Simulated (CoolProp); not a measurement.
Vapour-liquid equilibrium of n-butane (1) + benzene (2) at 24.55 °C; x and y are mole fractions of (1).

Computed with CoolProp (multi-fluid Helmholtz-energy mixture model, Bücker 2006 and Thol 2012; pair parameters Bell 2016).

Q: Give the bubble pressure and the first vapour's composition at x = 0.35, 0.55, 0.65. Is there an azeotrope?

A: x = 0.35: 1.143 bar, y = 0.923; x = 0.55: 1.567 bar, y = 0.956; x = 0.65: 1.746 bar, y = 0.966. No azeotrope shows between x = 0.05 and 0.95.

The pair parameters rest on a limited set of measurements; away from them the model extrapolates.
